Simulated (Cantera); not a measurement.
**Ignition delay**

Mixture: CH₄ : O₂ : N₂ = 1 : 1.67 : 6.27 (molar parts), equivalence ratio 1.2, at 27.6 atm, adiabatic and at constant volume. Ignition delay is the time to a rise of 400 K.

Model: GRI-Mech 3.0 (53 species, 325 reactions), integrated in Cantera. The pressure lies above the range GRI-Mech 3.0 was tuned for (to about 10 atm).

| T0 (K) | delay (ms) |
|---|---|
| 1150 | 2.86 |
| 1225 | 1.13 |
| 1300 | 0.493 |
| 1375 | 0.230 |
| 1450 | 0.112 |
| 1525 | 0.0574 |

```json
{
 "apparent activation energy between 1375 and 1525 K": "160 kJ/mol"
}
```
